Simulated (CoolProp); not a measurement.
Vapour-liquid equilibrium of n-octane (1) + p-xylene (2) at 63.45 °C; x and y are mole fractions of (1).

Values from CoolProp's multi-fluid Helmholtz-energy mixture model, Beckmüller 2019 and Zhou 2012; pair parameters Bell 2016.

Task: Give the bubble pressure and the first vapour's composition at x = 0.05, 0.2, 0.35. Is there an azeotrope?

Result: x = 0.05: 0.08402 bar, y = 0.097; x = 0.2: 0.09426 bar, y = 0.311; x = 0.35: 0.1020 bar, y = 0.467. No azeotrope shows between x = 0.05 and 0.95.

The pair parameters rest on a limited set of measurements; away from them the model extrapolates.
